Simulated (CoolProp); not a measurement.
Values from CoolProp's reference Helmholtz-energy equation of state, Fiedler 2023.

Question: Give the vapour pressure (MPa), liquid density (kg/m³), vapour density (kg/m³), enthalpy of vaporisation (kJ/kg) of saturated tetrahydrofuran at 334 K.

Answer: 
```tsv
T (K)	p (MPa)	liquid density (kg/m³)	vapour density (kg/m³)	enthalpy of vaporisation (kJ/kg)
334	0.0857	842	2.28	420
```
